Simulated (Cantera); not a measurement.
Gas mixture: CH3OH : C3H8 : C2H2 : CO2 = 0.39 : 0.88 : 0.82 : 0.72 (molar parts), at 0.0132 atm, frozen composition.

Cantera's kinetic-theory transport with the Lennard-Jones parameters of GRI-Mech 3.0, ideal gas; thermal conductivity in the mixture-averaged form. Polar gases are described roughly by these parameters. The composition is frozen, though it would react at the higher temperatures.

One state of this run: ρ (kg/m³) = 0.00361; cp (J/kg/K) = 3203; μ (µPa s) = 41.7; λ (mW/m/K) = 161; Pr = 0.828; D (cm²/s) NH3 = 253; D (cm²/s) O = 320; D (cm²/s) CH3 = 236. D: mixture-averaged diffusion coefficient of that species in the mixture.

Which value of T (K) does it belong to?
A) 650
B) 2150
C) 400
D) 1650

D, 1650
